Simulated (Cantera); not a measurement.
An isothermal, constant-pressure homogeneous reactor starts with 9.71 % NO, 90.3 % N₂, at 1648 K and 1.00 bar.

Computed with Cantera and GRI-Mech 3.0 (53 species, 325 reactions).

x: mole fraction; the columns are a selection and need not sum to one.

```csv
t (s),x NO,x N₂,x N₂O,x O,x NO₂,x O₂
0.000900,0.0971,0.903,[?],4.74e-8,4.22e-7,8.31e-10
0.00288,0.0971,0.903,[?],9.21e-8,1.56e-6,7.80e-9
0.00919,0.0971,0.903,[?],2.50e-7,5.95e-6,1.62e-7
0.0294,0.0970,0.903,3.54e-6,6.19e-7,1.71e-5,4.04e-6
0.0939,0.0970,0.903,3.60e-6,7.65e-7,2.16e-5,3.42e-5
0.300,0.0968,0.903,3.58e-6,8.08e-7,2.28e-5,0.000138
0.959,0.0961,0.903,3.53e-6,9.31e-7,2.63e-5,0.000466
3.06,0.0940,0.904,3.38e-6,1.24e-6,3.45e-5,0.00150
9.79,0.0878,0.908,[?],1.87e-6,4.92e-5,0.00457
31.3,0.0720,0.915,[?],2.93e-6,6.35e-5,0.0125
100,0.0439,0.929,[?],4.19e-6,5.57e-5,0.0265
```

Task: Some entries are withheld; supply them.

Result: 
- 0.000900, x N₂O: 4.17e-7
- 0.00288, x N₂O: 1.17e-6
- 0.00919, x N₂O: 2.58e-6
- 9.79, x N₂O: 2.96e-6
- 31.3, x N₂O: 2.00e-6
- 100, x N₂O: 7.85e-7
